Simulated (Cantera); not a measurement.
**Ignition delay**

Mixture: 25.1 % CH3OH, 18.8 % O2, 48.9 % N2, 7.27 % H2O, at 1500000 Pa, adiabatic and at constant volume. Ignition delay is the time to a rise of 400 K.

Detailed kinetics in Cantera: GRI-Mech 3.0 (53 species, 325 reactions). GRI-Mech 3.0 was tuned for natural gas; its chemistry of methanol as a main component is partial and can be far from experiment. The pressure lies above the range GRI-Mech 3.0 was tuned for (to about 10 atm).

| T0 (K) | delay (ms) |
|---|---|
| 1275 | 0.233 |
| 1325 | 0.112 |
| 1375 | 0.0571 |
| 1425 | 0.0307 |
| 1475 | 0.0173 |
| 1525 | 0.0102 |

| Item | Value |
|---|---|
| apparent activation energy between 1425 and 1525 K | 200 kJ/mol |
